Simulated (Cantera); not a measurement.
# Silicon nitride deposition: SiF4 + NH3

Feed: 1 mol SiF4, 3.3 mol NH3, at 1050 °C and 11.3 Torr.

Cantera equilibrium calculation (NASA polynomials, part measured and part estimated; ideal gas, pure solids and liquids). Candidate condensed phases: Si, Si3N4; 37 gas species. The tables' values for SiF3, SiF2 are old estimates; treat these amounts as uncertain. Kinetics and transport are ignored.

```
Property                              Value
--------------------------------  ---------
x(H2)                                 0.647
x(N2)                                 0.217
x(SiF4)                               0.126
x(HF)                               0.00536
x(SiF3)                             0.00342
x(SiHF3)                            0.00176
x(SiF2)                             7.51e-5
x(SiH2F2)                           1.17e-5
x(H)                                1.04e-5
gas amount                        7.614 mol
log10 activity of Si(s) (absent)      -2.48
```
